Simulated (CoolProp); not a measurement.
A closed Brayton cycle with carbon dioxide: compressor inlet 314.15 K and 9.6 MPa, high pressure 18.9 MPa, turbine inlet 935 K, compressor efficiency 0.8, turbine efficiency 0.85, recuperator effectiveness 0 (on enthalpy, no pinch check). Each further row changes one setting.

The numbers come from the reference Helmholtz-energy equation of state, Span 1996 in CoolProp.

```
case                           thermal efficiency (%)  net work (kJ/kg)  compressor to turbine work  compressor exit (K)  turbine exit (K)
-----------------------------  ----------------------  ----------------  --------------------------  -------------------  ----------------
as stated                                         9.7              80.0                        0.19                340.4             850.8
turbine inlet 885 K                               9.7        (withheld)                  (withheld)                340.4        (withheld)
compressor inlet 324.15 K                         9.4              69.8                        0.29                372.1             850.8
high pressure 16.1 MPa                            7.5              62.8                  (withheld)           (withheld)        (withheld)
recuperator effectiveness 0.5              (withheld)              80.0                        0.19                340.4             850.8
```

Q: Some entries are withheld; supply them.

A: 
- turbine inlet 885 K, net work (kJ/kg): 74.3
- turbine inlet 885 K, compressor to turbine work: 0.20
- turbine inlet 885 K, turbine exit (K): 803.7
- high pressure 16.1 MPa, compressor to turbine work: 0.18
- high pressure 16.1 MPa, compressor exit (K): 333.8
- high pressure 16.1 MPa, turbine exit (K): 870.3
- recuperator effectiveness 0.5, thermal efficiency (%): 15.5
